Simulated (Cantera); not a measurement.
A closed system holds: 1 mol Fe(CO)5, 12 mol N2, at 1.00 Torr.

Cantera equilibrium calculation (NASA polynomials, part measured and part estimated; ideal gas, pure solids and liquids). Candidate condensed phases: C, Fe, Fe(CO)5, FeO, Fe2O3, Fe3O4; 27 gas species. Kinetics and transport are ignored.

At 1425 K, list the 3 most abundant gas species with their mole fractions, and the condensed phases.

N2 0.706, CO 0.294, Fe 2.10e-5. Condensed: Fe(γ).
